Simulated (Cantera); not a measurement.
An adiabatic, constant-volume homogeneous reactor starts with CH4 : C2H6 : O2 : N2 = 1 : 0.04 : 0.973 : 3.66 (molar parts), equivalence ratio 2.2, at 1625 K and 7500 Torr.

Cantera simulation using GRI-Mech 3.0 (53 species, 325 reactions); the numbers are that mechanism's predictions, not measurements.

x: mole fraction; the columns are a selection and need not sum to one.

```json
[
 {"t (s)": "2.00e-6", "T (K)": "1624", "P (bar)": "9.99", "x CH4": "0.176", "x C2H6": "0.00688", "x O2": "0.171", "x N2O": "1.97e-10", "x H2O": "5.99e-5"},
 {"t (s)": "4.93e-6", "T (K)": "1624", "P (bar)": "10.00", "x CH4": "0.176", "x C2H6": "0.00672", "x O2": "0.171", "x N2O": "___", "x H2O": "0.000411"},
 {"t (s)": "1.21e-5", "T (K)": "1632", "P (bar)": "10.1", "x CH4": "0.173", "x C2H6": "0.00652", "x O2": "0.169", "x N2O": "___", "x H2O": "0.00212"},
 {"t (s)": "2.99e-5", "T (K)": "1703", "P (bar)": "10.6", "x CH4": "0.157", "x C2H6": "0.00575", "x O2": "0.157", "x N2O": "___", "x H2O": "0.0151"},
 {"t (s)": "7.37e-5", "T (K)": "2838", "P (bar)": "21.2", "x CH4": "4.77e-9", "x C2H6": "<1e-12", "x O2": "1.03e-5", "x N2O": "___", "x H2O": "0.111"},
 {"t (s)": "0.000182", "T (K)": "2840", "P (bar)": "21.2", "x CH4": "3.92e-9", "x C2H6": "<1e-12", "x O2": "1.05e-5", "x N2O": "___", "x H2O": "0.112"},
 {"t (s)": "0.000447", "T (K)": "2840", "P (bar)": "21.3", "x CH4": "3.87e-9", "x C2H6": "<1e-12", "x O2": "1.06e-5", "x N2O": "4.85e-8", "x H2O": "0.112"},
 {"t (s)": "0.00110", "T (K)": "2840", "P (bar)": "21.3", "x CH4": "3.86e-9", "x C2H6": "<1e-12", "x O2": "1.06e-5", "x N2O": "4.82e-8", "x H2O": "0.112"},
 {"t (s)": "0.00271", "T (K)": "2840", "P (bar)": "21.3", "x CH4": "3.86e-9", "x C2H6": "<1e-12", "x O2": "1.06e-5", "x N2O": "4.82e-8", "x H2O": "0.112"},
 {"t (s)": "0.00669", "T (K)": "2840", "P (bar)": "21.3", "x CH4": "3.86e-9", "x C2H6": "<1e-12", "x O2": "1.06e-5", "x N2O": "4.82e-8", "x H2O": "0.112"},
 {"t (s)": "0.0165", "T (K)": "2840", "P (bar)": "21.3", "x CH4": "3.86e-9", "x C2H6": "<1e-12", "x O2": "1.06e-5", "x N2O": "4.82e-8", "x H2O": "0.112"},
 {"t (s)": "0.0406", "T (K)": "2840", "P (bar)": "21.3", "x CH4": "3.86e-9", "x C2H6": "<1e-12", "x O2": "1.06e-5", "x N2O": "4.82e-8", "x H2O": "0.112"},
 {"t (s)": "0.100", "T (K)": "2840", "P (bar)": "21.3", "x CH4": "3.86e-9", "x C2H6": "<1e-12", "x O2": "1.06e-5", "x N2O": "4.82e-8", "x H2O": "0.112"}
]
```

Question: Fill in the missing entries.

Answer: 
- 4.93e-6, x N2O: 1.14e-9
- 1.21e-5, x N2O: 5.42e-9
- 2.99e-5, x N2O: 3.95e-8
- 7.37e-5, x N2O: 9.45e-8
- 0.000182, x N2O: 5.50e-8
